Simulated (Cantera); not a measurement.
A closed system holds: 1 mol CuO, 0.32 mol CH₄, 0.23 mol CO, held at 2350 K and 540 Torr.

Equilibrium computed with Cantera from the NASA thermochemical tables; the gas is ideal and each condensed phase is pure. Candidate condensed phases: C, C₆H₆, C₇H₈, C₈H₁₈, Cu, CuO, Cu(OH)₂, Cu₂O, H₂O; 113 gas species. The numbers say what is thermodynamically allowed, not how fast it happens.

Base state: H₂O 0.365, CO 0.269, CO₂ 0.147, H₂ 0.116, Cu 0.0938, H 0.00501, OH 0.00271, Cu₂ 0.00104 (mole fractions); condensed: Cu(l).

What changes in the equilibrium state with this change: temperature from 2350 K to 2623 K?


| species | before | after |
|---|---|---|
| Cu | 0.0938 | 0.437 |
| H₂O | 0.365 | 0.212 |
| CO | 0.269 | 0.168 |
| H | 0.00501 | 0.0128 |
| CO₂ | 0.147 | 0.0815 |
| H₂ | 0.116 | 0.0670 |
| O | 7.92e-5 | 0.00119 |
| CuO | 6.47e-5 | 0.000971 |
| O₂ | 0.000103 | 0.00153 |
| Cu₂ | 0.00104 | 0.00789 |
| OH | 0.00271 | 0.00964 |
| Cu(l), mol | 0.873 | 0 |

What changes in the equilibrium state with this change: CH₄ from 0.32 to 2.4 mol?


| species | before | after |
|---|---|---|
| H₂ | 0.116 | 0.705 |
| CO | 0.269 | 0.183 |
| Cu | 0.0938 | 0.0938 |
| H₂O | 0.365 | 3.37e-6 |
| CO₂ | 0.147 | 1.52e-7 |
| H | 0.00501 | 0.0123 |
| C₂H₂ (acetylene) | <1e-9 | 0.00389 |
| OH | 0.00271 | 1.02e-8 |
| O₂ | 0.000103 | <1e-9 |
| O | 7.92e-5 | <1e-9 |
| CH₄ | <1e-9 | 6.97e-5 |
| Cu(l), mol | 0.873 | 0.357 |
| C(graphite), mol | 0 | 1.35 |

What changes in the equilibrium state with this change: CH₄ from 0.32 to 3 mol?


```tsv
species	before	after
H₂	0.116	0.735
CO	0.269	0.153
Cu	0.0938	0.0938
H₂O	0.365	2.93e-6
CO₂	0.147	1.06e-7
H	0.00501	0.0126
C₂H₂ (acetylene)	<1e-9	0.00406
OH	0.00271	8.65e-9
Cu(l), mol	0.873	0.229
C(graphite), mol	0	1.93
```
